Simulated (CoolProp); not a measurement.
Dry air along the isobar 8.93 MPa: density (kg/m³) from the reference equation and from simpler models built on Tc = -140.6 °C, pc = 3.786 MPa, ω = 0.034; each cubic takes its own stable root.

The numbers come from the reference Helmholtz-energy equation of state, Lemmon 2000 in CoolProp. It is a pseudo-pure fit of the blend.

```
T (°C)           phase  reference
-------  -------------  ---------
-171.85         liquid      797.3
-164.75         liquid      762.5
-157.55         liquid      724.3
-150.45         liquid      682.6
-143.35         liquid      635.7
-136.25  supercritical      581.3
-129.05  supercritical      515.9
-121.95  supercritical      441.3
-114.85  supercritical      368.0
-107.75  supercritical      310.4
-100.55  supercritical      269.1
-93.45   supercritical      240.0
```

Task: How far does each simpler model (van der Waals, Redlich-Kwong, Soave-Redlich-Kwong, Peng-Robinson) lie from the reference over these 12 states: mean and median of the absolute difference, and the worst?

Result: 
- van der Waals: mean 15.9 %, median 18.3 %, worst -26.6 % at -171.85 °C and 8.93 MPa
- Redlich-Kwong: mean 2.4 %, median 2.2 %, worst -5.3 % at -129.05 °C and 8.93 MPa
- Soave-Redlich-Kwong: mean 3.4 %, median 3.3 %, worst -6.6 % at -121.95 °C and 8.93 MPa
- Peng-Robinson: mean 6.6 %, median 4.6 %, worst +14.8 % at -171.85 °C and 8.93 MPa
